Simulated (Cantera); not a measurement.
Charge: 1 mol PbO, 1.4 mol O2, 35 mol H2, at 825 K and 93000 Pa.

Method: chemical equilibrium by Gibbs-energy minimisation in Cantera with the NASA 1993 tables (ideal gas, pure condensed phases). Candidate condensed phases: H2O, Pb, PbO, PbO2, Pb3O4; 12 gas species. The numbers say what is thermodynamically allowed, not how fast it happens.

Base state: H2 0.891, H2O 0.109 (mole fractions); condensed: Pb(l).

Q: What changes in the equilibrium state with this change: PbO replaced by Pb?

A: 
```tsv
species	before	after
H2	0.891	0.920
H2O	0.109	0.0800
Pb(l), mol	1.000	1.000
```
